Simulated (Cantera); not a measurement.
# Transport properties of process gases

Gas mixture: CH₄ : CO₂ : H₂ : C₂H₆ = 0.64 : 0.078 : 0.35 : 0.42 (molar parts), at 0.0197 atm, frozen composition.

Cantera's kinetic-theory transport with the Lennard-Jones parameters of GRI-Mech 3.0, ideal gas; thermal conductivity in the multicomponent form.

```json
[
 {"T (K)": "400", "ρ (kg/m³)": "0.0109", "cp (J/kg/K)": "2470", "μ (µPa s)": "14.3", "λ (mW/m/K)": "62.7", "Pr": "0.561", "D (cm²/s) OH": "28.2", "D (cm²/s) C₂H₂": "15.2", "D (cm²/s) CH₃": "20.0"},
 {"T (K)": "500", "ρ (kg/m³)": "0.00874", "cp (J/kg/K)": "2816", "μ (µPa s)": "17.1", "λ (mW/m/K)": "81.8", "Pr": "0.588", "D (cm²/s) OH": "41.5", "D (cm²/s) C₂H₂": "22.8", "D (cm²/s) CH₃": "29.8"},
 {"T (K)": "600", "ρ (kg/m³)": "0.00728", "cp (J/kg/K)": "3152", "μ (µPa s)": "19.7", "λ (mW/m/K)": "102", "Pr": "0.608", "D (cm²/s) OH": "56.8", "D (cm²/s) C₂H₂": "31.6", "D (cm²/s) CH₃": "41.0"},
 {"T (K)": "700", "ρ (kg/m³)": "0.00624", "cp (J/kg/K)": "3457", "μ (µPa s)": "22.0", "λ (mW/m/K)": "123", "Pr": "0.621", "D (cm²/s) OH": "73.8", "D (cm²/s) C₂H₂": "41.4", "D (cm²/s) CH₃": "53.5"},
 {"T (K)": "800", "ρ (kg/m³)": "0.00546", "cp (J/kg/K)": "3724", "μ (µPa s)": "24.3", "λ (mW/m/K)": "143", "Pr": "0.630", "D (cm²/s) OH": "92.4", "D (cm²/s) C₂H₂": "52.2", "D (cm²/s) CH₃": "67.3"},
 {"T (K)": "900", "ρ (kg/m³)": "0.00486", "cp (J/kg/K)": "3963", "μ (µPa s)": "26.4", "λ (mW/m/K)": "164", "Pr": "0.637", "D (cm²/s) OH": "113", "D (cm²/s) C₂H₂": "63.9", "D (cm²/s) CH₃": "82.2"}
]
```
D: mixture-averaged diffusion coefficient of that species in the mixture.
